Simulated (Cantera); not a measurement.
# Reactions in the system C-O-Ta

Cantera with NASA thermochemical tables; ideal gases at 1 bar, condensed phases pure. Values are per mole of reaction as written; species without (g) are pure solids or liquids, kept so even where they would boil at 1 bar. TaC: taken at fixed stoichiometry.

3 O3(g) + 2 TaC → 2 CO2(g) + Ta2O5

```tsv
T (K)	ΔH° (kJ)	ΔS° (J/K)	ΔG° (kJ)	log10 K
623	-2965.2	-219.6	-2828.4	237.14
723	-2963.7	-217.3	-2806.6	202.76
823	-2961.9	-215.0	-2785.0	176.75
923	-2959.9	-212.7	-2763.6	156.40
1023	-2957.8	-210.5	-2742.4	140.03
1123	-2955.4	-208.3	-2721.5	126.58
```
